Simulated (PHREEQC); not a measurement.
Solution (25 °C): 0.0049 mol/kgw KH2PO4 and 6.5e-05 mol/kgw Na2HPO4. Closed to the air; pH follows from the charge balance.

Computed with PHREEQC (ion-association model, phreeqc.dat).

Question: The ionic strength comes out as 0.00511 mol/kgw. What activity coefficients do K+, H2PO4-, H+, HPO4-2, Na+ get?

Answer: K+ 0.92, H2PO4- 0.93, H+ 0.93, HPO4-2 0.74, Na+ 0.93.

No solid was allowed to form. Species that the database lacks are ignored.
